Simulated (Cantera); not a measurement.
A Cantera script and what it prints.

```python
import numpy as np
import cantera as ct

gas_names = """
    B BN BO BO2 B2 B2O B2O2 B2O3 N NO NO2 NO3 N2 N2O O O2 O3
""".split()
cond_names = """
    B(b) B(L) BN(s) B2O3(L)
""".split()


# ... load() reads the species with a 1 bar reference pressure and builds the phases ...
atoms = {
    'B2O3': {'B': 2, 'O': 3},
    'N2': {'N': 2},
}
top_T = {'BN(s)': 3200}  # K; cautious upper limits of use, not melting points


# ... equilibrate(T, P, feed) seeds the gas with the atoms and calls Mixture.equilibrate('TP', solver="vcs", rtol=1e-11, max_steps=5000) ...
results = []
feed = {'B2O3': 1, 'N2': 2}  # mol
T = 1650  # K
P = 18  # Pa
mix = equilibrate(T, P, feed)
results.append((T, P, feed, dict(zip(mix.species_names, mix.species_moles))))
x = sorted(zip(gas.X, gas.species_names), reverse=True)
print(f"T = {T:g} K  P = {P:g} Pa  gas = {mix.phase_moles(0):.4g} mol")
print("   x: " + "  ".join(f"{s} {v:.3e}" for v, s in x if v > 1e-05))
print("   condensed (mol): " + ("  ".join(f"{mix.phase(i).name} {mix.phase_moles(i):.4g}"
      for i in range(1, mix.n_phases) if mix.phase_moles(i) > 1e-12) or "none"))
```

Result:

```
T = 1650 K  P = 18 Pa  gas = 3.002 mol
   x: N2 6.662e-01  B2O3 3.324e-01  BO2 7.344e-04  BO 5.773e-04  B2O2 8.279e-05
   condensed (mol): none
```

Method: chemical equilibrium by Gibbs-energy minimisation in Cantera with the NASA 1993 tables (ideal gas, pure condensed phases).
